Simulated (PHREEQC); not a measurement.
# Sulfide liquor: an equilibrium model

Dissolve 0.0028 mol/kgw NaHS, 4.9e-05 mol/kgw NaHCO3 and 0.16 mol/kgw FeCl2 at 75 °C. Closed to the air; pH follows from the charge balance.

The numbers come from PHREEQC with the ion-association model, phreeqc.dat.

This is a speciation only: nothing precipitates in the calculation.

Question: Estimate the pH, density, activity of water.

Answer: pH 5.46; density 0.992 g/cm³; activity of water 0.992.

Question: In which forms is S present?

Answer: Fe(HS)2 97 %, H2S 2.9 % of the S.

At this temperature some constants are extrapolated from 25 °C, and those without enthalpy data are left unchanged.
